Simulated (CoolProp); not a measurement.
The fluid at 294 K and 0.0286 MPa (gas) is heated at constant pressure to 479.8 K. The same conditions are run with several fluids, on thermodynamics alone (safety and materials aside).

Model: reference Helmholtz-energy equation of state of each fluid (neopentane: Lemmon 2006; R143a: Lemmon and Jacobsen 2000; R365MFC: Lemmon 2016; sulfur dioxide: Gao 2016), in CoolProp.

Rank neopentane, R143a, R365MFC, sulfur dioxide by heat (kJ/kg), highest first.

neopentane (390), R365MFC (212), R143a (204), sulfur dioxide (125)

| fluid | final density (kg/m³) |
|---|---|
| neopentane | 0.518 |
| R143a | 0.603 |
| R365MFC | 1.06 |
| sulfur dioxide | 0.460 |
